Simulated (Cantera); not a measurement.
Cantera run, input and output.

```python
import numpy as np
import cantera as ct

gas = ct.Solution("gri30.yaml")
gas.TPX = 1148, 470000, {'CH2O': 0.01, 'O2': 0.043, 'N2': 1}
reactor = ct.IdealGasConstPressureReactor(gas, energy="off", clone=False)
net = ct.ReactorNet([reactor])
net.rtol, net.atol = 1e-08, 1e-18
show = ['CH2O', 'O2', 'H2O', 'C2H', 'C2H4']
times = np.geomspace(1e-06, 8, 13)

steps = ct.SolutionArray(gas, extra=["t"])
rows = []
print(f"{'t/s':>10s}{'T/K':>9s}{'P/Pa':>11s}" + "".join(f"{s:>11s}" for s in show))
for t in times:
    while net.time < t:
        t_next = net.step()
        steps.append(gas.state, t=t_next)
    rows.append([np.interp(t, steps.t, y) for y in (steps.T, steps.P, *steps(*show).X.T)])
    print(f"{t:10.3e}{rows[-1][0]:9.1f}{rows[-1][1]:11.4g}" + "".join(f"{x:11.3e}" for x in rows[-1][2:]))
rate = np.gradient(steps.T, steps.t)
print("integrator steps:", len(steps.t))
if steps.T.max() > steps.T[0] + 200:
    print(f"time of steepest temperature rise: {steps.t[rate.argmax()]:.4e} s")
gas.TPX = 1148, 470000, {'CH2O': 0.01, 'O2': 0.043, 'N2': 1}
gas.equilibrate("TP")
print(f"equilibrium (TP): T = {gas.T:.1f} K  " + "  ".join(f"{s} {gas[s].X[0]:.3e}" for s in show))
```

Output:

```
       t/s      T/K       P/Pa       CH2O         O2        H2O        C2H       C2H4
 1.000e-06   1148.0    4.7e+05  9.497e-03  4.084e-02  4.507e-10  2.110e-38  3.379e-30
 3.761e-06   1148.0    4.7e+05  9.496e-03  4.084e-02  3.137e-09  1.391e-37  8.798e-29
 1.414e-05   1148.0    4.7e+05  9.496e-03  4.083e-02  2.589e-08  2.008e-36  2.464e-27
 5.318e-05   1148.0    4.7e+05  9.490e-03  4.083e-02  6.882e-07  1.939e-34  2.717e-25
 2.000e-04   1148.0    4.7e+05  9.376e-03  4.073e-02  3.936e-05  1.751e-30  7.570e-22
 7.521e-04   1148.0    4.7e+05  4.196e-03  3.789e-02  3.706e-03  8.105e-25  6.699e-18
 2.828e-03   1148.0    4.7e+05  1.389e-09  3.540e-02  8.997e-03  1.032e-24  2.332e-18
 1.064e-02   1148.0    4.7e+05  4.657e-12  3.442e-02  9.387e-03  8.808e-27  3.234e-21
 4.000e-02   1148.0    4.7e+05  1.005e-12  3.307e-02  9.465e-03  5.923e-29  2.091e-26
 1.504e-01   1148.0    4.7e+05  3.628e-14  3.173e-02  9.489e-03  2.304e-31  1.149e-30
 5.657e-01   1148.0    4.7e+05  7.190e-17  3.137e-02  9.496e-03  1.331e-32  5.254e-32
 2.127e+00   1148.0    4.7e+05  4.861e-22  3.134e-02  9.497e-03  1.542e-33  1.072e-34
 8.000e+00   1148.0    4.7e+05  2.827e-26  3.134e-02  9.497e-03  3.936e-35  5.619e-37
integrator steps: 1986
equilibrium (TP): T = 1148.0 K  CH2O 2.918e-26  O2 3.131e-02  H2O 9.497e-03  C2H 1.123e-61  C2H4 4.337e-63
```

Detailed kinetics in Cantera: GRI-Mech 3.0 (53 species, 325 reactions).
